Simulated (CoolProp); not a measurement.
A Linde-Hampson liquefier for oxygen: isothermal reversible compression at 230 K from 1 atm to 10 MPa, throttling to 1 atm, return gas leaving the recuperator 10 K below the feed. Each further row changes one setting.

The numbers come from the reference Helmholtz-energy equation of state, Schmidt 1985 in CoolProp.

```tsv
case	liquid yield per pass	compression work (kJ/kg of gas)
as stated	0.099	264
high pressure 20 MPa	0.205	297
warm-end temperature 260 K	0.063	303
warm-end gap 15 K	0.086	264
```
